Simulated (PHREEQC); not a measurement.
Dissolve 38 mmol/kgw CdSO4 and 3.1 mmol/kgw CaBr2 at 89 °C. Closed to the air; pH follows from the charge balance.

The numbers come from PHREEQC with the ion-association model, phreeqc.dat.

```json
{
  "pH": "5.57",
  "ionic_strength": "0.0828 mol/kgw",
  "density": "0.974 g/cm³"
}
```

```
species     molality  activity   log γ
----------  --------  --------  ------
Cd+2          0.0182   0.00626  -0.464
SO4-2         0.0175   0.00614  -0.454
CdSO4         0.0150    0.0153   0.008
Br-          0.00360   0.00267  -0.130
CdBr+        0.00253   0.00194  -0.116
Cd(SO4)2-2   0.00217  0.000747  -0.464
Ca+2         0.00196  0.000716  -0.437
CaSO4        0.00114   0.00116   0.008
CdBr2        3.47e-5   3.54e-5   0.008
```

Precipitation was switched off in this run. Away from 25 °C the constants follow the database's enthalpies or fits; those with neither stay at their 25 °C values.
